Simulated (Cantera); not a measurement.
What does this Cantera script print?

```python
import numpy as np
import cantera as ct

gas_names = """
    CL CL2 H HCL H2 N NH NH2 NH3 N2 N2H2 N2H4 Si SiCL SiCL2 SiCL3 SiCL4 SiH SiHCL3 SiH2 SiH2CL2 SiH3
    SiH3CL SiH4 SiN Si2 Si2N Si3
""".split()
cond_names = """
    NH4CL(a) NH4CL(b) Si(cr) Si(L) Si3N4(a)
""".split()


# ... load() reads the species with a 1 bar reference pressure and builds the phases ...
atoms = {
    'SiHCl3': {'Si': 1, 'H': 1, 'CL': 3},
    'N2': {'N': 2},
    'H2': {'H': 2},
}
top_T = {'Si3N4(a)': 2400}  # K; cautious upper limits of use, not melting points


# ... equilibrate(T, P, feed) seeds the gas with the atoms and calls Mixture.equilibrate('TP', solver="vcs", rtol=1e-11, max_steps=5000) ...
results = []
feed = {'SiHCl3': 1, 'N2': 2, 'H2': 11}  # mol
P = 10000  # Pa
for T in [848, 998, 1148, 1298, 1448, 1598, 1748, 1898]:
    mix = equilibrate(T, P, feed)
    results.append((T, P, feed, dict(zip(mix.species_names, mix.species_moles))))

top = {s: max(r[3][s] / sum(r[3][g] for g in gas_names) for r in results) for s in gas_names}
cols = sorted((s for s in top if top[s] > 1e-06), key=lambda s: -top[s])[:8]
seen = [c for c in cond_names if any(r[3].get(c, 0) > 1e-12 for r in results)]
print("log10 of partial pressures in bar; condensed amounts in mol")
print(f"{'T/K':>10s}" + "".join(f"{s[:9]:>10s}" for s in cols + seen))
for T, P, feed, n in results:
    ng = sum(n[g] for g in gas_names)
    print(f"{T:10.4g}" + "".join(f"{np.log10(max(n[s] / ng * P / 1e5, 1e-99)):10.3f}" for s in cols)
          + "".join(f"{n.get(c, 0):10.4g}" for c in seen))
```

It prints:

```
log10 of partial pressures in bar; condensed amounts in mol
       T/K        H2       HCL        N2     SiCL2     SiCL4         H     SiCL3      SiCL     Si(L)  Si3N4(a)
       848    -1.151    -1.713    -2.019   -10.378    -3.406   -11.296    -7.821   -22.141         0    0.3145
       998    -1.153    -1.698    -2.024    -7.882    -3.655    -9.244    -6.463   -17.138         0    0.3225
      1148    -1.154    -1.692    -2.026    -6.056    -3.850    -7.722    -5.474   -13.459         0    0.3259
      1298    -1.155    -1.690    -2.027    -4.667    -4.012    -6.547    -4.728   -10.645         0     0.326
      1448    -1.154    -1.701    -2.020    -3.604    -4.193    -5.612    -4.181    -8.440         0    0.3142
      1598    -1.150    -1.758    -1.990    -2.862    -4.555    -4.849    -3.905    -6.722         0    0.2589
      1748    -1.144    -1.890    -1.937    -2.446    -5.221    -4.213    -3.959    -5.412         0    0.1516
      1898    -1.148    -1.966    -1.876    -2.351    -5.950    -3.681    -4.216    -4.605    0.3133         0
```

Cantera equilibrium calculation (NASA polynomials, part measured and part estimated; ideal gas, pure solids and liquids). N2 is the only nitrogen source here; it is nearly inert below about 1500 K, so the nitride shown seldom forms there in practice. The tables' values for SiCl3, SiCl are old estimates; treat these amounts as uncertain. Gases not in the tables: Si2H6 and higher silanes.
